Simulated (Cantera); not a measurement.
## Counterflow diffusion flame

A counterflow diffusion flame at 1.20 bar, nozzles 20 mm apart: fuel side 68.5 % CH4, 7.53 % C2H6, 24.0 % N2 at 525 K, oxidiser side 24.0 % O2, 76.0 % N2 at 798 K, fuel mass flux 0.89 times the oxidiser's; mixture-averaged transport, no radiation.

Model: GRI-Mech 3.0 (53 species, 325 reactions), integrated in Cantera. GRI-Mech 3.0 has no aromatics or soot, which form on the fuel side of real flames. The maximum strain rate includes the flame's own expansion and is several times the mean.

```tsv
oxidiser flux (kg/m²/s)	max strain (1/s)	mean strain (1/s)	T max (K)	peak x OH	peak x H	peak x NO	peak x CO	peak x C2H2
0.3	240	52.9	2350	0.0128	0.00560	0.000602	0.0796	0.0232
0.39	305	68.8	2333	0.0129	0.00583	0.000553	0.0783	0.0226
0.5	383	88.2	2318	0.0129	0.00604	0.000512	0.0770	0.0220
0.65	489	115	2304	0.0130	0.00627	0.000474	0.0758	0.0214
0.85	627	150	2291	0.0130	0.00650	0.000438	0.0747	0.0207
1.1	797	194	2280	0.0129	0.00675	0.000405	0.0738	0.0201
1.4	999	247	2269	0.0129	0.00695	0.000373	0.0730	0.0195
1.8	1260	318	2257	0.0128	0.00715	0.000339	0.0723	0.0187
```
x: mole fraction; the columns are a selection and need not sum to one.
